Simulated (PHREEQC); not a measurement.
Brine (model solution)

A solution holds 0.61 mol NaBr, 0.35 mol SrCl2 and 1.3 mol LiCl per kg of water, at 20 °C. Closed to the air; pH follows from the charge balance.

All values are PHREEQC results (Pitzer model, pitzer.dat), not measurements.

- ionic strength: 2.96 mol/kgw
- activity of water: 0.903
- density: 1.116 g/cm³
- osmotic coefficient: 1.162

```csv
species,molality,activity,log γ
Cl-,2.00,1.13,-0.249
Li+,1.30,2.20,0.228
Br-,0.610,0.387,-0.197
Na+,0.610,0.683,0.049
Sr+2,0.350,0.206,-0.229
OH-,1.26e-7,2.44e-8,-0.712
H+,1.26e-7,2.53e-7,0.304
```

Precipitation was switched off in this run.
